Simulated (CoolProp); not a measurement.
Carbonyl sulfide at 293.15 K and 0.527 MPa is compressed adiabatically to 3.88 MPa with isentropic efficiency 0.7. Each further row changes one setting.

Computed with CoolProp (reference Helmholtz-energy equation of state, Lemmon 2006). It is a short technical equation, of lower accuracy than the large ones.

```json
[
 {"case": "as stated", "work (kJ/kg)": "129", "final temperature (K)": "483.5", "final density (kg/m³)": "64.2"},
 {"case": "efficiency 1", "work (kJ/kg)": "90.3", "final temperature (K)": "441.4", "final density (kg/m³)": "73.5"},
 {"case": "efficiency 0.65", "work (kJ/kg)": "139", "final temperature (K)": "494.4", "final density (kg/m³)": "62.3"}
]
```
